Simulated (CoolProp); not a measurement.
trans-2-butene along the isotherm 525 K: density (kg/m³) from the reference equation and from simpler models built on Tc = 428.6 K, pc = 40.19 bar, ω = 0.210; each cubic takes its own stable root.

The numbers come from the reference Helmholtz-energy equation of state, Lemmon 2005 in CoolProp. It is a short technical equation, of lower accuracy than the large ones.

```json
[
 {"p (bar)": "16.7", "phase": "gas", "reference": "23.21"},
 {"p (bar)": "33.5", "phase": "gas", "reference": "50.92"},
 {"p (bar)": "50.2", "phase": "supercritical", "reference": "84.32"},
 {"p (bar)": "67", "phase": "supercritical", "reference": "125.1"},
 {"p (bar)": "83.7", "phase": "supercritical", "reference": "171.6"},
 {"p (bar)": "100", "phase": "supercritical", "reference": "217.5"},
 {"p (bar)": "117", "phase": "supercritical", "reference": "259.0"},
 {"p (bar)": "134", "phase": "supercritical", "reference": "291.6"},
 {"p (bar)": "151", "phase": "supercritical", "reference": "317.0"},
 {"p (bar)": "167", "phase": "supercritical", "reference": "336.2"},
 {"p (bar)": "184", "phase": "supercritical", "reference": "353.0"},
 {"p (bar)": "201", "phase": "supercritical", "reference": "367.3"}
]
```

### Question
How far does each simpler model (van der Waals, Soave-Redlich-Kwong) lie from the reference over these 12 states: mean and median of the absolute difference, and the worst?

### Answer
- van der Waals: mean 8.8 %, median 9.9 %, worst -17.2 % at 525 K and 201 bar
- Soave-Redlich-Kwong: mean 7.6 %, median 9.7 %, worst -11.5 % at 525 K and 134 bar
